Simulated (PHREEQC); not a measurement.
A solution holds 0.016 mol Cu(NO3)2 and 7.7e-05 mol H3BO3 per kg of water, at 25 °C. Closed to the air; pH follows from the charge balance.

The numbers come from PHREEQC with the ion-association model, wateq4f.dat.

The ionic strength comes out as 0.0480 mol/kgw. What activity coefficients do Cu+2, CuOH+, H+, Cu2(OH)2+2, NO3- get?

Cu+2 0.49, CuOH+ 0.82, H+ 0.86, Cu2(OH)2+2 0.46, NO3- 0.81.

No solid was allowed to form. Species that the database lacks are ignored.
